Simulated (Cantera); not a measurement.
An isothermal, constant-pressure homogeneous reactor starts with C3H8 : H2 = 1 : 23 (molar parts), at 1350 K and 0.0247 atm.

Computed with Cantera and GRI-Mech 3.0 (53 species, 325 reactions). GRI-Mech 3.0 was tuned for natural gas; its chemistry of propane as a main component is partial and can be far from experiment. GRI-Mech 3.0 stops at C3 and has no aromatics, soot or wall deposition, so with more carbon than oxygen in the feed, carbon stays in small species such as C2H2 where larger ones or solid carbon would form. Radical loss at walls, strong at low pressure, is not modelled.

x: mole fraction; the columns are a selection and need not sum to one.

```
t (s)       x C3H8   x H2     x CH4      x H     x CH3     x CH2    x C2H6
--------  --------  -----  --------  -------  --------  --------  --------
2.00e-6     0.0417  0.958   5.42e-8      [?]   3.63e-6    <1e-12   1.80e-8
9.28e-6     0.0416  0.958   1.14e-6      [?]   1.63e-5  2.06e-12   3.67e-7
4.31e-5     0.0415  0.958   2.58e-5      [?]   8.56e-5  3.09e-10   6.15e-6
0.000200    0.0404  0.957  0.000738      [?]  0.000537   3.09e-8   5.73e-5
0.000928    0.0253  0.943    0.0143      [?]   0.00177   3.88e-7  0.000375
0.00431   0.000375  0.920    0.0405      [?]  0.000375   8.42e-8  0.000188
0.0200     1.79e-6  0.920    0.0412      [?]   6.02e-5   2.86e-9   4.03e-5
0.0928     6.89e-9  0.920    0.0411      [?]   1.70e-5  2.45e-10   1.71e-5
0.431      2.47e-9  0.921    0.0409  1.32e-5   1.16e-5  1.15e-10   9.40e-6
2.00      6.67e-10  0.922    0.0405  1.28e-5   1.12e-5  1.04e-10   3.21e-6
9.28      1.82e-10  0.922    0.0402  1.26e-5   1.09e-5  9.89e-11   1.47e-6
43.1      1.80e-10  0.922    0.0394  1.27e-5   1.08e-5  9.81e-11   1.44e-6
200       1.73e-10  0.924    0.0362  1.30e-5   1.01e-5  9.48e-11   1.36e-6
```

**Question.** What belongs in the gaps?

**Answer.** 
- 2.00e-6, x H: 1.34e-7
- 9.28e-6, x H: 2.26e-6
- 4.31e-5, x H: 2.09e-5
- 0.000200, x H: 0.000102
- 0.000928, x H: 0.000437
- 0.00431, x H: 0.000387
- 0.0200, x H: 6.74e-5
- 0.0928, x H: 1.92e-5
